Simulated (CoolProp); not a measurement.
Computed with CoolProp (reference Helmholtz-energy equation of state, Gedanitz 2015).

Question: Give the vapour pressure (MPa), liquid density (kg/m³), vapour density (kg/m³), surface tension (mN/m) of saturated cyclopentane at 262.5, 268.7, 281 K.

Answer: 
```tsv
T (K)	p (MPa)	liquid density (kg/m³)	vapour density (kg/m³)	surface tension (mN/m)
262.5	0.00830	775	0.268	27.1
268.7	0.0114	769	0.361	26.1
281	0.0205	757	0.623	24.3
```

Surface tension comes from a separate correlation (Mulero 2014).
